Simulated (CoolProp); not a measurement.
Vapour-liquid equilibrium of isobutane (1) + isobutene (2) at 313.7 K; x and y are mole fractions of (1).

Values from CoolProp's multi-fluid Helmholtz-energy mixture model, Bücker 2006 and Lemmon 2005; pair parameters Bell 2016.

| x | bubble pressure (bar) | y at the bubble point | dew pressure at overall composition x (bar) | liquid density (mol/L) |
|---|---|---|---|---|
| 0.05 | 4.808 | 0.058 | 4.802 | 10.07 |
| 0.125 | 4.873 | 0.141 | 4.861 | 9.990 |
| 0.2 | 4.935 | 0.222 | 4.918 | 9.908 |
| 0.275 | 4.992 | 0.301 | 4.973 | 9.828 |
| 0.35 | 5.046 | 0.377 | 5.027 | 9.749 |
| 0.425 | 5.097 | 0.452 | 5.078 | 9.672 |
| 0.5 | 5.144 | 0.526 | 5.128 | 9.597 |
| 0.575 | 5.189 | 0.599 | 5.174 | 9.522 |
| 0.65 | 5.230 | 0.670 | 5.219 | 9.449 |
| 0.725 | 5.269 | 0.741 | 5.260 | 9.378 |
| 0.8 | 5.305 | 0.812 | 5.299 | 9.307 |
| 0.875 | 5.339 | 0.883 | 5.335 | 9.239 |
| 0.95 | 5.370 | 0.953 | 5.369 | 9.171 |

No azeotrope shows between x = 0.05 and 0.95.

Pair parameters are fitted to limited data, so mixtures are less certain than the pure fluids.
